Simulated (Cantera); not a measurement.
# Hydrocarbon pyrolysis for carbon deposition

An isothermal, constant-pressure homogeneous reactor starts with C2H6 : N2 = 1 : 36 (molar parts), at 1875 K and 100.0 Torr.

Model: GRI-Mech 3.0 (53 species, 325 reactions), integrated in Cantera. GRI-Mech 3.0 stops at C3 and has no aromatics, soot or wall deposition, so with more carbon than oxygen in the feed, carbon stays in small species such as C2H2 where larger ones or solid carbon would form.

```json
[
 {"t (s)": "9.00e-5", "x C2H6": "0.000694", "x C2H2": "0.00862", "x H2": "0.0243", "x C2H": "7.72e-6", "x CH4": "0.00469", "x H": "0.00183", "x CH3": "0.00870"},
 {"t (s)": "0.000316", "x C2H6": "1.70e-5", "x C2H2": "0.0204", "x H2": "0.0403", "x C2H": "5.34e-6", "x CH4": "0.00462", "x H": "0.000887", "x CH3": "0.00182"},
 {"t (s)": "0.00111", "x C2H6": "3.10e-6", "x C2H2": "0.0233", "x H2": "0.0448", "x C2H": "2.86e-6", "x CH4": "0.00367", "x H": "0.000464", "x CH3": "0.000713"},
 {"t (s)": "0.00390", "x C2H6": "8.47e-7", "x C2H2": "0.0241", "x H2": "0.0467", "x C2H": "1.89e-6", "x CH4": "0.00276", "x H": "0.000309", "x CH3": "0.000354"},
 {"t (s)": "0.0137", "x C2H6": "2.77e-7", "x C2H2": "0.0247", "x H2": "0.0485", "x C2H": "1.79e-6", "x CH4": "0.00168", "x H": "0.000297", "x CH3": "0.000201"},
 {"t (s)": "0.0480", "x C2H6": "4.67e-8", "x C2H2": "0.0253", "x H2": "0.0501", "x C2H": "2.07e-6", "x CH4": "0.000615", "x H": "0.000347", "x CH3": "8.45e-5"},
 {"t (s)": "0.169", "x C2H6": "3.37e-9", "x C2H2": "0.0255", "x H2": "0.0508", "x C2H": "2.33e-6", "x CH4": "0.000150", "x H": "0.000391", "x CH3": "2.31e-5"},
 {"t (s)": "0.592", "x C2H6": "1.77e-10", "x C2H2": "0.0256", "x H2": "0.0510", "x C2H": "2.41e-6", "x CH4": "3.31e-5", "x H": "0.000406", "x CH3": "5.27e-6"},
 {"t (s)": "2.08", "x C2H6": "1.23e-11", "x C2H2": "0.0256", "x H2": "0.0510", "x C2H": "2.42e-6", "x CH4": "7.30e-6", "x H": "0.000408", "x CH3": "1.17e-6"},
 {"t (s)": "7.30", "x C2H6": "7.04e-12", "x C2H2": "0.0256", "x H2": "0.0511", "x C2H": "2.42e-6", "x CH4": "4.50e-6", "x H": "0.000408", "x CH3": "7.21e-7"},
 {"t (s)": "25.6", "x C2H6": "7.29e-12", "x C2H2": "0.0255", "x H2": "0.0511", "x C2H": "2.42e-6", "x CH4": "4.68e-6", "x H": "0.000408", "x CH3": "7.49e-7"},
 {"t (s)": "90.0", "x C2H6": "7.94e-12", "x C2H2": "0.0255", "x H2": "0.0511", "x C2H": "2.42e-6", "x CH4": "5.10e-6", "x H": "0.000408", "x CH3": "8.17e-7"}
]
```
x: mole fraction; the columns are a selection and need not sum to one.

Equilibrium at this temperature and pressure: C2H6 2.73e-12, C2H2 0.00470, H2 0.0511, C2H 4.46e-7, CH4 3.57e-6, H 0.000409, CH3 5.71e-7 (gas phase only).
